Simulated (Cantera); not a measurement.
Input: 1 mol Si(CH3)4, 8.8 mol H2, 0.54 mol C2H4, at 74.3 Torr.

Equilibrium computed with Cantera from the NASA thermochemical tables; the gas is ideal and each condensed phase is pure. Candidate condensed phases: C, C6H6, C7H8, C8H18, Si, SiC; 87 gas species. Gases not in the tables: Si2H6 and higher silanes. The numbers say what is thermodynamically allowed, not how fast it happens. All values below are at 2123 K.

Base state: H2 0.987, H 0.0113, C2H2 (acetylene) 0.00163, Si 0.000144, CH4 3.01e-5, SiH 2.33e-5, SiH2 1.70e-5, SiC2 1.02e-5 (mole fractions); condensed: C(graphite) + SiC(s).

Problem. What changes in the equilibrium state with this change: Si(CH3)4 replaced by SiHCl3?

Solution. 
```json
[
 {"species": "H2", "before": "0.987", "after": "0.750"},
 {"species": "HCl", "before": "0", "after": "0.225"},
 {"species": "SiCl2", "before": "0", "after": "0.0118"},
 {"species": "H", "before": "0.0113", "after": "0.00987"},
 {"species": "Cl", "before": "0", "after": "0.00217"},
 {"species": "SiCl", "before": "0", "after": "0.000200"},
 {"species": "SiCl3", "before": "0", "after": "0.000147"},
 {"species": "CH4", "before": "3.01e-5", "after": "1.74e-5"},
 {"species": "C(graphite), mol", "before": "4.03", "after": "0.197"},
 {"species": "SiC(s), mol", "before": "0.997", "after": "0.852"}
]
```
The tables' values for SiCl, SiCl3 are old estimates; treat these amounts as uncertain.
